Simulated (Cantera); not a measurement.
An isothermal, constant-pressure homogeneous reactor starts with C2H6 : H2 = 1 : 15 (molar parts), at 1673 K and 100000 Pa.

Model: GRI-Mech 3.0 (53 species, 325 reactions), integrated in Cantera. GRI-Mech 3.0 stops at C3 and has no aromatics, soot or wall deposition, so with more carbon than oxygen in the feed, carbon stays in small species such as C2H2 where larger ones or solid carbon would form.

x: mole fraction; the columns are a selection and need not sum to one.

```json
[
 {"t (s)": "2.00e-5", "x C2H6": "…", "x H2": "0.913", "x C2H2": "0.00320", "x C2H4": "0.0237", "x CH4": "0.0489"},
 {"t (s)": "0.000125", "x C2H6": "…", "x H2": "0.911", "x C2H2": "0.0124", "x C2H4": "0.0187", "x CH4": "0.0569"},
 {"t (s)": "0.000787", "x C2H6": "…", "x H2": "0.912", "x C2H2": "0.0220", "x C2H4": "0.00881", "x CH4": "0.0567"},
 {"t (s)": "0.00493", "x C2H6": "…", "x H2": "0.913", "x C2H2": "0.0292", "x C2H4": "0.00174", "x CH4": "0.0555"},
 {"t (s)": "0.0309", "x C2H6": "…", "x H2": "0.916", "x C2H2": "0.0315", "x C2H4": "0.00180", "x CH4": "0.0501"},
 {"t (s)": "0.194", "x C2H6": "…", "x H2": "0.925", "x C2H2": "0.0380", "x C2H4": "0.00212", "x CH4": "0.0348"},
 {"t (s)": "1.22", "x C2H6": "5.56e-6", "x H2": "0.928", "x C2H2": "0.0406", "x C2H4": "0.00225", "x CH4": "0.0287"},
 {"t (s)": "7.63", "x C2H6": "5.55e-6", "x H2": "0.928", "x C2H2": "0.0406", "x C2H4": "0.00226", "x CH4": "0.0287"},
 {"t (s)": "47.8", "x C2H6": "5.55e-6", "x H2": "0.928", "x C2H2": "0.0406", "x C2H4": "0.00226", "x CH4": "0.0287"},
 {"t (s)": "300", "x C2H6": "5.55e-6", "x H2": "0.928", "x C2H2": "0.0406", "x C2H4": "0.00226", "x CH4": "0.0287"}
]
```

Problem. What belongs in the gaps?

Solution. 
- 2.00e-5, x C2H6: 0.00778
- 0.000125, x C2H6: 0.000116
- 0.000787, x C2H6: 2.10e-5
- 0.00493, x C2H6: 1.25e-5
- 0.0309, x C2H6: 1.07e-5
- 0.194, x C2H6: 6.73e-6
